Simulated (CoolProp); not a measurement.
Saturation properties of R152A.

Computed with CoolProp (reference Helmholtz-energy equation of state, Outcalt 1996). It is a modified Benedict-Webb-Rubin equation, recast in Helmholtz form.

```tsv
T (K)	p (bar)	liquid density (kg/m³)	vapour Z	surface tension (mN/m)	liquid conductivity (mW/(m K))
214.7	0.1654	1080	0.9878	21.7	143
216.8	0.1884	1076	0.9866	21.4	142
218.8	0.2126	…	0.9854	21.1	…
220.9	0.2408	1068	0.9841	20.8	139
223	0.2719	1064	0.9827	20.5	138
225.1	0.3062	1060	0.9812	20.2	…
227.2	0.3440	1056	…	19.8	…
229.2	0.3835	1052	0.9780	19.5	135
231.3	0.4287	1048	0.9762	19.2	134
233.4	0.4782	1043	0.9743	18.9	132
235.5	0.5322	1039	0.9724	18.6	131
237.5	…	1035	0.9704	18.3	130
239.6	0.6518	1031	0.9682	18.0	129
241.7	0.7208	1027	0.9660	17.7	128
```

Q: Some entries are withheld; supply them.

A: 
- 218.8, liquid density (kg/m³): 1072
- 218.8, liquid conductivity (mW/(m K)): 141
- 225.1, liquid conductivity (mW/(m K)): 137
- 227.2, vapour Z: 0.9796
- 227.2, liquid conductivity (mW/(m K)): 136
- 237.5, p (bar): 0.5881

It boils at 249.1 K under 1 atm.

Thermal conductivity comes from a separate model (Krauss 1996). Surface tension comes from a separate correlation (Mulero 2012).
